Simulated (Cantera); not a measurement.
Si2H6 + Cl2 + N2 (silicon epitaxy and polysilicon growth)

Feed: 1 mol Si2H6, 0.78 mol Cl2, 11 mol N2, held at 898 K and 130 Pa.

These are equilibrium values from Cantera (NASA tables, ideal gas, pure condensed phases), not measurements of a reactor. Candidate condensed phases: NH4Cl, Si, Si3N4; 28 gas species. The feed counts by its element totals alone. N2 is the only nitrogen source here; it is nearly inert below about 1500 K, so the nitride shown seldom forms there in practice. Kinetics and transport are ignored.

| Quantity | Result |
|---|---|
| x(N2) | 0.719 |
| x(H2) | 0.166 |
| x(HCl) | 0.114 |
| x(SiCl4) | 0.000404 |
| x(SiHCl3) | 1.63e-6 |
| n(Si3N4(s)) | 0.665 mol |
| gas amount | 13.44 mol |
| log10 activity of Si(s) (absent) | -6.65 |
